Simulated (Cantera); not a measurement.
## Reactions in the system Ca-F-H-O

Standard-state values (1 bar) from the NASA 1993 polynomials, evaluated with Cantera. Values are per mole of reaction as written; species without (g) are pure solids or liquids, kept so even where they would boil at 1 bar.

2 HF(g) + O₂(g) + Ca(g) → 2 OH(g) + CaF₂

```
T (K)  ΔH° (kJ)  ΔS° (J/K)  ΔG° (kJ)  log10 K
-----  --------  ---------  --------  -------
550      -773.9     -257.0    -632.5    60.07
600      -772.6     -254.8    -619.7    53.95
650      -771.3     -252.7    -607.0    48.78
700      -769.9     -250.7    -594.4    44.36
750      -768.5     -248.7    -582.0    40.53
800      -767.0     -246.8    -569.6    37.19
850      -765.5     -245.0    -557.3    34.25
900      -763.9     -243.1    -545.1    31.63
950      -762.2     -241.3    -533.0    29.30
1000     -760.4     -239.5    -520.9    27.21
1050     -758.6     -237.7    -509.0    25.32
```
